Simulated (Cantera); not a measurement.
**Adiabatic ignition**

An adiabatic, constant-volume homogeneous reactor starts with CH₄ : C₂H₆ : C₃H₈ : O₂ : N₂ : H₂O = 1 : 0.075 : 0.34 : 4.26 : 21.7 : 0.088 (molar parts), equivalence ratio 0.93, at 1375 K and 22.0 bar.

Cantera simulation using GRI-Mech 3.0 (53 species, 325 reactions); the numbers are that mechanism's predictions, not measurements. GRI-Mech 3.0 was tuned for natural gas; its chemistry of propane as a main component is partial and can be far from experiment. The pressure lies above the range GRI-Mech 3.0 was tuned for (to about 10 atm).

```tsv
t (s)	T (K)	P (bar)	x CH₄	x C₂H₆	x C₃H₈	x NO₂	x H	x CO₂
5.00e-6	1375	22.0	0.0364	0.00273	0.0123	<1e-12	1.35e-7	3.40e-8
1.10e-5	1375	22.0	0.0363	0.00274	0.0121	<1e-12	2.65e-7	3.57e-7
2.41e-5	1378	22.1	0.0361	0.00279	0.0116	<1e-12	3.94e-7	1.78e-6
5.28e-5	1395	22.4	0.0350	0.00284	0.00954	1.08e-12	1.30e-6	1.34e-5
0.000116	2928	48.2	<1e-12	<1e-12	<1e-12	5.92e-6	0.00126	0.0595
0.000254	2914	48.0	<1e-12	<1e-12	<1e-12	1.13e-5	0.00123	0.0592
0.000558	2913	48.0	<1e-12	<1e-12	<1e-12	1.17e-5	0.00123	0.0592
0.00122	2913	48.0	<1e-12	<1e-12	<1e-12	1.17e-5	0.00123	0.0592
0.00269	2913	48.0	<1e-12	<1e-12	<1e-12	1.17e-5	0.00123	0.0592
0.00590	2913	48.0	<1e-12	<1e-12	<1e-12	1.17e-5	0.00123	0.0592
0.0129	2913	48.0	<1e-12	<1e-12	<1e-12	1.17e-5	0.00123	0.0592
0.0284	2913	48.0	<1e-12	<1e-12	<1e-12	1.17e-5	0.00123	0.0592
0.0623	2913	48.0	<1e-12	<1e-12	<1e-12	1.17e-5	0.00123	0.0592
0.137	2913	48.0	<1e-12	<1e-12	<1e-12	1.17e-5	0.00123	0.0592
0.300	2913	48.0	<1e-12	<1e-12	<1e-12	1.17e-5	0.00123	0.0592
```
x: mole fraction; the columns are a selection and need not sum to one.

The time of steepest temperature rise is 79.7 µs and the temperature at 0.300 s is 2913 K. The equilibrium temperature comes out as 2913 K and the x(CH₄) at 0.300 s is <1e-12 (gas-phase equilibrium <1e-12). The x(C₂H₆) at 0.300 s is <1e-12 (gas-phase equilibrium <1e-12) and the x(C₃H₈) at 0.300 s comes out as <1e-12 (gas-phase equilibrium <1e-12).
